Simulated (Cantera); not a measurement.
Input (Python, Cantera) and output of one run.

```python
import numpy as np
import cantera as ct

gas_names = """
    CF4 Pb C2F4
""".split()
cond_names = """
    PbF2(a) PbF2(b) PbF2(L)
""".split()


def load(file, names, dense=False):
    # The tables refer to 1 bar. Condensed volumes are neglected.
    table = {s.name: s for s in ct.Species.list_from_file(file)}
    out = []
    for n in names:
        d = dict(table[n].input_data)
        d["thermo"] = dict(d["thermo"], **{"reference-pressure": 1e5})
        if dense:
            d["equation-of-state"] = {"model": "constant-volume", "density": "1e6 g/cm^3"}
        out.append(ct.Species.from_dict(d))
    return out


species = {s.name: s for s in load("nasa_gas.yaml", gas_names) + load("nasa_condensed.yaml", cond_names)}
# Each term lists the table entries of one substance; the one whose range holds T is used.
reactions = {
    '2 CF4(g) + 2 Pb(g) = 2 PbF2 + C2F4(g)':
        [(-2, ['CF4']), (-2, ['Pb']), (2, ['PbF2(a)', 'PbF2(b)', 'PbF2(L)']), (1, ['C2F4'])],
}


def pick(names, T):
    return next(species[n] for n in names if species[n].thermo.min_temp <= T <= species[n].thermo.max_temp)


results = []
for label, terms in reactions.items():
    print(label)
    print("     T/K   dH/kJ  dS/(J/K)   dG/kJ   log10 K")
    for T in [300, 523, 573, 623, 673, 723]:
        used = [(nu, pick(names, T)) for nu, names in terms]
        dH = sum(nu * s.thermo.h(T) for nu, s in used) / 1e6
        dS = sum(nu * s.thermo.s(T) for nu, s in used) / 1e3
        dG = dH - T * dS / 1e3
        logK = -dG * 1e6 / (ct.gas_constant * T * np.log(10))
        results.append((label, T, dH, dS, dG, logK, [s.name for _, s in used]))
        print(f"{T:8g} {dH:8.1f} {dS:8.1f} {dG:8.1f} {logK:8.2f}")
```

Output:

```
2 CF4(g) + 2 Pb(g) = 2 PbF2 + C2F4(g)
     T/K   dH/kJ  dS/(J/K)   dG/kJ   log10 K
     300   -536.6   -347.2   -432.4    75.28
     523   -523.6   -315.0   -358.9    35.85
     573   -520.8   -309.8   -343.3    31.29
     623   -513.1   -296.9   -328.2    27.51
     673   -505.6   -285.3   -313.6    24.34
     723   -497.7   -273.9   -299.6    21.65
```

Standard-state values (1 bar) from the NASA 1993 polynomials, evaluated with Cantera. The tables' values for C2F4 are old estimates. Condensed species are held in their standard states even where they would react or evaporate.
